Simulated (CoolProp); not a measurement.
A single-stage vapour-compression cycle with the fluid: evaporating at 211.15 K (dew point), condensing at 265.15 K (bubble point), superheat 5 K, subcooling 5 K, compressor efficiency 0.8, no pressure losses. The same conditions are run with several fluids, on thermodynamics alone (safety and materials aside).

Values from CoolProp's reference Helmholtz-energy equation of state of each fluid (ethane: Bücker 2006; ethylene: Smukala 2000; C3F8 (R218): Lemmon 2006; carbonyl sulfide: Lemmon 2006; R410A: Lemmon 2003; R404A: Lemmon 2003). Blends and air are pseudo-pure fits.

```csv
fluid,cooling COP,pressure ratio,discharge temperature (K),refrigerating effect (kJ/kg),volumetric capacity (kJ/m³)
ethane,2.36,(withheld),314.6,320,(withheld)
ethylene,2.10,4.85,325.5,273,(withheld)
C3F8 (R218),2.31,11.5,265.7,69.3,(withheld)
carbonyl sulfide,2.55,9.00,(withheld),(withheld),502
R410A,(withheld),(withheld),333.2,217,514
R404A,2.49,11.1,300.5,152,357
```

**Question.** Some entries are withheld; supply them.

**Answer.** 
- ethane, pressure ratio: 5.60
- ethane, volumetric capacity (kJ/m³): 2030
- ethylene, volumetric capacity (kJ/m³): 3390
- C3F8 (R218), volumetric capacity (kJ/m³): 203
- carbonyl sulfide, discharge temperature (K): 370.3
- carbonyl sulfide, refrigerating effect (kJ/kg): 261
- R410A, cooling COP: 2.53
- R410A, pressure ratio: 10.8
